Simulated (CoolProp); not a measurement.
Values from CoolProp's reference Helmholtz-energy equation of state, de Reuck 1990.

For fluorine, give the phase and the density (kg/m³), cp (kJ/(kg K)), cv (kJ/(kg K)), isothermal compressibility (1/MPa) at -107.15 °C and 5.45 MPa; -107.15 °C and 7.27 MPa; -107.15 °C and 10.9 MPa.


- -107.15 °C and 5.45 MPa: supercritical; density 203, cp 1.40, cv 0.652, isothermal compressibility 0.259
- -107.15 °C and 7.27 MPa: supercritical; density 317, cp 2.01, cv 0.690, isothermal compressibility 0.234
- -107.15 °C and 10.9 MPa: supercritical; density 629, cp 2.98, cv 0.714, isothermal compressibility 0.117
